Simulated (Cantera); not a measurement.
Gas mixture: C2H4 = 0.14 (molar parts), at 0.00247 atm, frozen composition.

Cantera's kinetic-theory transport with the Lennard-Jones parameters of GRI-Mech 3.0, ideal gas; thermal conductivity in the multicomponent form. The composition is frozen, though it would react at the higher temperatures.

D: mixture-averaged diffusion coefficient of that species in the mixture.

| T (K) | ρ (kg/m³) | cp (J/kg/K) | μ (µPa s) | λ (mW/m/K) | Pr | D (cm²/s) CH4 | D (cm²/s) H2O | D (cm²/s) CO2 |
|---|---|---|---|---|---|---|---|---|
| 400 | 0.00211 | 1877 | 13.3 | 33.5 | 0.748 | [?] | 117 | 81.9 |
| 550 | 0.00153 | 2380 | 17.7 | 56.3 | 0.750 | [?] | 218 | 148 |
| 700 | 0.00121 | 2785 | 21.7 | 80.4 | 0.750 | [?] | 345 | 230 |
| 850 | 0.000992 | 3081 | 25.2 | 104 | 0.750 | [?] | 494 | 324 |
| 1000 | 0.000844 | 3354 | 28.5 | 128 | 0.749 | [?] | 664 | 430 |
| 1150 | 0.000734 | 3563 | 31.5 | 150 | 0.748 | [?] | 853 | 548 |
| 1300 | 0.000649 | 3737 | 34.4 | 172 | 0.747 | [?] | 1060 | 676 |
| 1450 | 0.000582 | 3881 | 37.1 | 193 | 0.746 | [?] | 1280 | 814 |

Task: Some entries are withheld; supply them.

Result: 
- 400, D (cm²/s) CH4: 118
- 550, D (cm²/s) CH4: 210
- 700, D (cm²/s) CH4: 321
- 850, D (cm²/s) CH4: 450
- 1000, D (cm²/s) CH4: 595
- 1150, D (cm²/s) CH4: 754
- 1300, D (cm²/s) CH4: 928
- 1450, D (cm²/s) CH4: 1120
